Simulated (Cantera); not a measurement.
A closed system holds: 1 mol borazine, 0.19 mol H2O, 190 mol H2.

These are equilibrium values from Cantera (NASA tables, ideal gas, pure condensed phases), not measurements of a reactor. Candidate condensed phases: B, BN, B2O3, B3O3H3, H2O; 39 gas species. The feed counts by its element totals alone. Mutual solubility and eutectic melting of coexisting phases are not modelled. Gases not in the tables: H3BO3. Kinetics and transport are ignored.

**Question.** What condenses at these points (T in °C, P in Pa): (802, 36000); (2002, 10); (1602, 220); (902, 600); (902, 10); (1702, 4600); (2002, 36000); (1502, 36000)?

**Answer.** 
```json
[
 {"T (°C)": "802", "P in Pa": "36000", "condensed phases": "BN + B2O3", "B condensed (%)": "100.0"},
 {"T (°C)": "2002", "P in Pa": "10", "condensed phases": "gas only", "B condensed (%)": "0.0"},
 {"T (°C)": "1602", "P in Pa": "220", "condensed phases": "B + BN", "B condensed (%)": "92.2"},
 {"T (°C)": "902", "P in Pa": "600", "condensed phases": "BN + B2O3", "B condensed (%)": "99.3"},
 {"T (°C)": "902", "P in Pa": "10", "condensed phases": "BN", "B condensed (%)": "95.6"},
 {"T (°C)": "1702", "P in Pa": "4600", "condensed phases": "B + BN", "B condensed (%)": "91.0"},
 {"T (°C)": "2002", "P in Pa": "36000", "condensed phases": "B", "B condensed (%)": "81.3"},
 {"T (°C)": "1502", "P in Pa": "36000", "condensed phases": "BN", "B condensed (%)": "93.7"}
]
```
